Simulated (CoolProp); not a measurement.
Properties of C3F8 (R218) along the isobar 12500 kPa.

The numbers come from the reference Helmholtz-energy equation of state, Lemmon 2006 in CoolProp. It is a short technical equation, of lower accuracy than the large ones.

| T (K) | phase | density (kg/m³) | expansivity (1/kK) |
|---|---|---|---|
| 234 | liquid | 1670 | 1.960 |
| 239.7 | liquid | 1652 | 1.997 |
| 245.3 | liquid | 1633 | 2.036 |
| 251 | liquid | 1614 | 2.079 |
| 256.6 | liquid | 1595 | 2.124 |
| 262.3 | liquid | 1576 | 2.173 |
| 268 | liquid | 1556 | 2.225 |
| 273.6 | liquid | 1537 | 2.280 |
| 279.3 | liquid | 1516 | 2.340 |
| 285 | liquid | 1496 | 2.403 |
| 290.6 | liquid | 1476 | 2.470 |
| 296.3 | liquid | 1455 | 2.542 |
| 302 | liquid | 1434 | 2.619 |
| 307.6 | liquid | 1412 | 2.699 |
| 313.3 | liquid | 1391 | 2.785 |
